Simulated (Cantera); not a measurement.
A closed system holds: 1 mol Si₃N₄, 0.03 mol N₂O, 93 mol H₂, held at 1650 K and 0.100 bar.

Cantera equilibrium calculation (NASA polynomials, part measured and part estimated; ideal gas, pure solids and liquids). Candidate condensed phases: H₂O, Si, SiO₂, Si₂N₂O, Si₃N₄; 35 gas species. Mutual solubility and eutectic melting of coexisting phases are not modelled. The numbers say what is thermodynamically allowed, not how fast it happens.

**Question.** What is the equilibrium state?

**Answer.** 
* **x(H₂)**: 0.993
* **x(N₂)**: 0.00690
* **x(H)**: 0.000286
* **x(SiO)**: 0.000236
* **x(SiH₂)**: 8.59e-6
* **x(Si)**: 2.68e-6
* **x(SiH)**: 1.54e-6
* **n(Si(s))**: 0.897 mol
* **n(Si₂N₂O(s))**: 0.00788 mol
* **n(Si₃N₄(s))**: 0.688 mol
* **gas amount**: 93.68 mol
